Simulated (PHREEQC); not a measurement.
Dissolve 2.4 mol LiBr and 0.99 mol Na2SO4 per kg of water at 20 °C. Closed to the air; pH follows from the charge balance.

Model: Pitzer model, pitzer.dat, run in PHREEQC.

Each row changes one thing in this solution. This is a speciation only: nothing precipitates in the calculation.

```csv
case,HSO4- (mol/kgw),SI of Mirabilite (Na2SO4:10H2O),SI of Thenardite (Na2SO4)
as made,3.39e-7,-0.50,-0.97
Na2SO4 from 0.99 to 1.09 mol/kgw,3.46e-7,-0.43,-0.87
LiBr left out,2.41e-7,-0.20,-1.24
Na2SO4 from 0.99 to 1.48 mol/kgw,3.68e-7,-0.22,-0.56
diluted 2-fold with water,2.42e-7,-0.90,-1.79
```
